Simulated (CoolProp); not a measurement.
Vapour-liquid equilibrium of R1234yf (1) + R152A (2) at 0.0269 MPa; x and y are mole fractions of (1).

Model: multi-fluid Helmholtz-energy mixture model, Lemmon 2022 and Outcalt 1996; pair parameters Bell 2023, in CoolProp.

| x | bubble temperature (K) | y at the bubble point | dew temperature at overall composition x (K) | liquid density (mol/L) |
|---|---|---|---|---|
| 0.05 | 222.0 | 0.093 | 222.4 | 15.82 |
| 0.15 | 220.7 | 0.238 | 221.5 | 15.25 |
| 0.25 | 219.8 | 0.350 | 220.6 | 14.72 |
| 0.35 | 219.1 | 0.443 | 219.8 | 14.23 |
| 0.45 | 218.6 | 0.528 | 219.1 | 13.76 |
| 0.55 | 218.2 | 0.609 | 218.5 | 13.33 |
| 0.65 | 217.9 | 0.690 | 218.0 | 12.93 |
| 0.75 | 217.7 | 0.774 | 217.7 | 12.55 |
| 0.85 | 217.5 | 0.861 | 217.5 | 12.19 |
| 0.95 | 217.4 | 0.953 | 217.4 | 11.86 |

No azeotrope shows between x = 0.05 and 0.95.

Pair parameters are fitted to limited data, so mixtures are less certain than the pure fluids.
